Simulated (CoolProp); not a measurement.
Computed with CoolProp (reference Helmholtz-energy equation of state, Lemmon 2005). It is a short technical equation, of lower accuracy than the large ones.

Question: For isobutene, give the phase and the density (kg/m³), cv (kJ/(kg K)), Joule-Thomson coefficient (K/MPa), isothermal compressibility (1/MPa) at 276.85 °C and 913 kPa; 276.85 °C and 10000 kPa.

Answer: 
- 276.85 °C and 913 kPa: gas; density 11.6, cv 2.35, Joule-Thomson coefficient 4.12, isothermal compressibility 1.13
- 276.85 °C and 10000 kPa: supercritical; density 175, cv 2.42, Joule-Thomson coefficient 3.50, isothermal compressibility 0.121
